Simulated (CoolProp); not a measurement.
The numbers come from the reference Helmholtz-energy equation of state, Leachman 2009 in CoolProp.

Q: For normal hydrogen, give the phase and the cv (kJ/(kg K)), speed of sound (m/s), Prandtl number at -144.85 °C and 101 kPa; -91.35 °C and 101 kPa; 15.55 °C and 101 kPa.

A: 
- -144.85 °C and 101 kPa: gas; cv 7.90, speed of sound 898, Prandtl number 0.685
- -91.35 °C and 101 kPa: gas; cv 9.12, speed of sound 1040, Prandtl number 0.687
- 15.55 °C and 101 kPa: gas; cv 10.1, speed of sound 1300, Prandtl number 0.685

Viscosity comes from a separate model (Muzny 2013). Thermal conductivity comes from a separate model (Assael 2011).
